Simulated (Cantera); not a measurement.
What does this Cantera script print?

```python
import numpy as np
import cantera as ct

gas = ct.Solution("h2o2.yaml")
gas.TPX = 1350, 66000, {'H2': 1.7, 'O2': 1, 'N2': 0.57}
reactor = ct.IdealGasConstPressureReactor(gas, energy="off", clone=False)
net = ct.ReactorNet([reactor])
net.rtol, net.atol = 1e-08, 1e-18
show = ['H2', 'O2', 'H2O2', 'H2O', 'OH', 'O']
times = np.geomspace(2e-06, 60, 9)

steps = ct.SolutionArray(gas, extra=["t"])
rows = []
print(f"{'t/s':>10s}{'T/K':>9s}{'P/Pa':>11s}" + "".join(f"{s:>11s}" for s in show))
for t in times:
    while net.time < t:
        t_next = net.step()
        steps.append(gas.state, t=t_next)
    rows.append([np.interp(t, steps.t, y) for y in (steps.T, steps.P, *steps(*show).X.T)])
    print(f"{t:10.3e}{rows[-1][0]:9.1f}{rows[-1][1]:11.4g}" + "".join(f"{x:11.3e}" for x in rows[-1][2:]))
rate = np.gradient(steps.T, steps.t)
print("integrator steps:", len(steps.t))
if steps.T.max() > steps.T[0] + 200:
    print(f"time of steepest temperature rise: {steps.t[rate.argmax()]:.4e} s")
gas.TPX = 1350, 66000, {'H2': 1.7, 'O2': 1, 'N2': 0.57}
gas.equilibrate("TP")
print(f"equilibrium (TP): T = {gas.T:.1f} K  " + "  ".join(f"{s} {gas[s].X[0]:.3e}" for s in show))
```

Output:

```
       t/s      T/K       P/Pa         H2         O2       H2O2        H2O         OH          O
 2.000e-06   1350.0    6.6e+04  5.199e-01  3.058e-01  1.230e-09  2.675e-07  3.996e-08  5.724e-08
 1.721e-05   1350.0    6.6e+04  2.718e-01  1.993e-01  8.646e-06  1.874e-01  1.435e-02  2.263e-02
 1.480e-04   1350.0    6.6e+04  3.854e-03  6.307e-02  5.776e-06  6.952e-01  2.076e-03  4.107e-04
 1.273e-03   1350.0    6.6e+04  6.199e-05  6.193e-02  4.018e-07  7.022e-01  2.938e-04  7.205e-06
 1.095e-02   1350.0    6.6e+04  2.291e-06  6.196e-02  3.761e-08  7.024e-01  7.672e-05  4.797e-07
 9.424e-02   1350.0    6.6e+04  7.225e-07  6.197e-02  1.147e-08  7.025e-01  4.025e-05  1.327e-07
 8.107e-01   1350.0    6.6e+04  7.136e-07  6.197e-02  1.127e-08  7.025e-01  3.987e-05  1.301e-07
 6.974e+00   1350.0    6.6e+04  7.136e-07  6.197e-02  1.127e-08  7.025e-01  3.987e-05  1.301e-07
 6.000e+01   1350.0    6.6e+04  7.136e-07  6.197e-02  1.127e-08  7.025e-01  3.987e-05  1.301e-07
integrator steps: 1793
equilibrium (TP): T = 1350.0 K  H2 7.136e-07  O2 6.197e-02  H2O2 1.127e-08  H2O 7.025e-01  OH 3.987e-05  O 1.301e-07
```

Model: the H2/O2 subset of GRI-Mech 3.0, which has no nitrogen chemistry, integrated in Cantera. The temperature is held fixed by assumption; the heat of reaction is taken as removed at once.
